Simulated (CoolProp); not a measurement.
Model: reference Helmholtz-energy equation of state, Lemmon 2006, in CoolProp. It is a short technical equation, of lower accuracy than the large ones.

### Question
Give the vapour pressure (bar), liquid density (kg/m³), vapour density (kg/m³), enthalpy of vaporisation (kJ/kg) of saturated carbon monoxide at 90.1, 100.9 K.

### Answer
```csv
T (K),p (bar),liquid density (kg/m³),vapour density (kg/m³),enthalpy of vaporisation (kJ/kg)
90.1,2.41,755,9.74,202
100.9,5.82,701,22.6,182
```
